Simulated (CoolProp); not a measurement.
A simple Rankine cycle with water: condensing at 295.15 K, boiler at 10.6 MPa, turbine inlet 603.3 K, turbine efficiency 0.6, pump efficiency 0.8, no recuperator. Each further row changes one setting.

Model: reference Helmholtz-energy equation of state, Wagner 2002, in CoolProp.

```tsv
case	thermal efficiency (%)	net work (kJ/kg)	heat in (kJ/kg)	turbine exit temperature (K)	volume ratio over the turbine
as stated	24.3	?	2700	295.1	2300
turbine inlet 623.3 K	?	?	2800	295.1	?
condensing temperature 287.15 K	25.0	684	?	287.1	3680
boiler pressure 7.42 MPa	?	?	2840	295.1	1470
turbine efficiency 0.5	20.2	546	2700	295.1	2420
```

### Question
Fill in the missing entries.

### Answer

- as stated, net work (kJ/kg): 658
- turbine inlet 623.3 K, thermal efficiency (%): 24.6
- turbine inlet 623.3 K, net work (kJ/kg): 688
- turbine inlet 623.3 K, volume ratio over the turbine: 2140
- condensing temperature 287.15 K, heat in (kJ/kg): 2740
- boiler pressure 7.42 MPa, thermal efficiency (%): 23.9
- boiler pressure 7.42 MPa, net work (kJ/kg): 679

The expansion ends wet for: as stated; turbine inlet 623.3 K; condensing temperature 287.15 K; boiler pressure 7.42 MPa; turbine efficiency 0.5.
